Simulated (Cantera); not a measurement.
Charge: 1 mol Si2H6, 5.3 mol O2, 11 mol N2, at 0.880 bar.

These are equilibrium values from Cantera (NASA tables, ideal gas, pure condensed phases), not measurements of a reactor. Candidate condensed phases: H2O, Si, SiO2, Si2N2O, Si3N4; 35 gas species. The feed counts by its element totals alone. The tables hold silica as quartz up to 1696 K and as liquid above; real silica turns to tridymite and cristobalite and melts near 1996 K. Gases not in the tables: Si(OH)4. Rates play no part.

x: gas mole fraction; n: condensed amount in mol.

```json
[
 {"T (K)": "898", "x N2": "0.696", "x H2O": "0.190", "x O2": "0.114", "x NO": "6.21e-6", "x OH": "1.53e-8", "n SiO2(β-quartz)": "2.00", "n SiO2(condensed)": "0"},
 {"T (K)": "998", "x N2": "0.696", "x H2O": "0.190", "x O2": "0.114", "x NO": "2.12e-5", "x OH": "1.35e-7", "n SiO2(β-quartz)": "2.00", "n SiO2(condensed)": "0"},
 {"T (K)": "1098", "x N2": "0.696", "x H2O": "0.190", "x O2": "0.114", "x NO": "5.78e-5", "x OH": "8.04e-7", "n SiO2(β-quartz)": "2.00", "n SiO2(condensed)": "0"},
 {"T (K)": "1198", "x N2": "0.696", "x H2O": "0.190", "x O2": "0.114", "x NO": "0.000133", "x OH": "3.56e-6", "n SiO2(β-quartz)": "2.00", "n SiO2(condensed)": "0"},
 {"T (K)": "1298", "x N2": "0.696", "x H2O": "0.190", "x O2": "0.114", "x NO": "[?]", "x OH": "[?]", "n SiO2(β-quartz)": "2.00", "n SiO2(condensed)": "0"},
 {"T (K)": "1398", "x N2": "0.696", "x H2O": "0.190", "x O2": "0.114", "x NO": "0.000495", "x OH": "3.68e-5", "n SiO2(β-quartz)": "2.00", "n SiO2(condensed)": "0"},
 {"T (K)": "1498", "x N2": "0.696", "x H2O": "0.190", "x O2": "0.113", "x NO": "0.000837", "x OH": "9.38e-5", "n SiO2(β-quartz)": "2.00", "n SiO2(condensed)": "0"},
 {"T (K)": "1598", "x N2": "0.696", "x H2O": "0.190", "x O2": "0.113", "x NO": "0.00132", "x OH": "0.000212", "n SiO2(β-quartz)": "2.00", "n SiO2(condensed)": "0"},
 {"T (K)": "1698", "x N2": "0.695", "x H2O": "0.190", "x O2": "0.113", "x NO": "[?]", "x OH": "[?]", "n SiO2(β-quartz)": "0", "n SiO2(condensed)": "2.00"},
 {"T (K)": "1798", "x N2": "0.695", "x H2O": "0.189", "x O2": "0.112", "x NO": "0.00283", "x OH": "0.000828", "n SiO2(β-quartz)": "0", "n SiO2(condensed)": "2.00"},
 {"T (K)": "1898", "x N2": "0.694", "x H2O": "0.189", "x O2": "0.112", "x NO": "0.00390", "x OH": "0.00147", "n SiO2(β-quartz)": "0", "n SiO2(condensed)": "2.00"}
]
```

Task: What belongs in the gaps?

Result: 
- 1698, x NO: 0.00198
- 1698, x OH: 0.000437
- 1298, x NO: 0.000270
- 1298, x OH: 1.25e-5
